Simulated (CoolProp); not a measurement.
Vapour-liquid equilibrium of n-hexane (1) + cyclohexane (2) at 364.2 K; x and y are mole fractions of (1).

Values from CoolProp's multi-fluid Helmholtz-energy mixture model, Thol 2019 and Zhou 2014; pair parameters Bell 2016.

```
x     bubble pressure (bar)  y at the bubble point  dew pressure at overall composition x (bar)  liquid density (mol/L)
----  ---------------------  ---------------------  -------------------------------------------  ----------------------
0.05                  1.406                  0.074                                        1.394                   8.331
0.2                   1.510                  0.268                                        1.473                   8.065
0.35                  1.603                  0.433                                        1.556                   7.813
0.5                   1.690                  0.580                                        1.643                   7.573
0.65                  1.770                  0.714                                        1.731                   7.345
0.8                   1.847                  0.841                                        1.822                   7.127
0.95                  1.921                  0.961                                        1.914                   6.920
```

No azeotrope shows between x = 0.05 and 0.95.

The pair parameters rest on a limited set of measurements; away from them the model extrapolates.
